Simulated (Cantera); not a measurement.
A perfectly stirred reactor is fed with CH4 : H2O = 1 : 0.84 (molar parts), at 1130 Torr; it is held at 1873 K, and followed from long to short residence time.

Model: GRI-Mech 3.0 (53 species, 325 reactions), integrated in Cantera.

x: mole fraction; the columns are a selection and need not sum to one.

```json
[
 {"τ (s)": "0.91", "x CH4": "0.0133", "x H2O": "0.0447", "x CH2O": "1.86e-7", "x CH2": "1.51e-7", "x C2H": "2.93e-7", "x C2H2": "0.0395"},
 {"τ (s)": "0.41", "x CH4": "0.0183", "x H2O": "0.0692", "x CH2O": "2.99e-7", "x CH2": "2.23e-7", "x C2H": "3.78e-7", "x C2H2": "0.0504"},
 {"τ (s)": "0.19", "x CH4": "0.0249", "x H2O": "0.100", "x CH2O": "5.32e-7", "x CH2": "3.29e-7", "x C2H": "4.86e-7", "x C2H2": "0.0638"},
 {"τ (s)": "0.086", "x CH4": "0.0343", "x H2O": "0.139", "x CH2O": "1.01e-6", "x CH2": "4.88e-7", "x C2H": "6.21e-7", "x C2H2": "0.0799"},
 {"τ (s)": "0.039", "x CH4": "0.0474", "x H2O": "0.184", "x CH2O": "1.93e-6", "x CH2": "7.06e-7", "x C2H": "7.65e-7", "x C2H2": "0.0964"},
 {"τ (s)": "0.018", "x CH4": "___", "x H2O": "___", "x CH2O": "___", "x CH2": "___", "x C2H": "8.90e-7", "x C2H2": "0.110"},
 {"τ (s)": "0.0081", "x CH4": "___", "x H2O": "___", "x CH2O": "___", "x CH2": "___", "x C2H": "9.67e-7", "x C2H2": "0.118"},
 {"τ (s)": "0.0037", "x CH4": "0.128", "x H2O": "0.305", "x CH2O": "1.02e-5", "x CH2": "1.68e-6", "x C2H": "9.67e-7", "x C2H2": "0.117"}
]
```

Question: Complete the blanks.

Answer: 
- 0.018, x CH4: 0.0653
- 0.018, x H2O: 0.228
- 0.018, x CH2O: 3.49e-6
- 0.018, x CH2: 9.77e-7
- 0.0081, x CH4: 0.0916
- 0.0081, x H2O: 0.270
- 0.0081, x CH2O: 6.13e-6
- 0.0081, x CH2: 1.31e-6
